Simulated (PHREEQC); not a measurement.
Solution (5 °C): 140 mmol/kgw H2SO4, 3.1 mmol/kgw Li2SO4 and 1 mmol/kgw Na2SO4. Closed to the air; pH follows from the charge balance.

All values are PHREEQC results (Pitzer model, pitzer.dat), not measurements.

| Property | Result |
|---|---|
| pH | 0.85 |
| ionic strength | 0.247 mol/kgw |
| specific conductance | 35100 µS/cm |
| density | 1.010 g/cm³ |
| osmotic coefficient | 0.870 |
| total alkalinity | -280 meq/kg |

```
species  molality  activity   log γ
-------  --------  --------  ------
H+          0.188     0.142  -0.120
HSO4-      0.0925    0.0684  -0.131
SO4-2      0.0516   0.00864  -0.776
Li+       0.00620   0.00463  -0.127
Na+       0.00200   0.00153  -0.117
```

Precipitation was switched off in this run. Constants without temperature data keep their 25 °C values here.
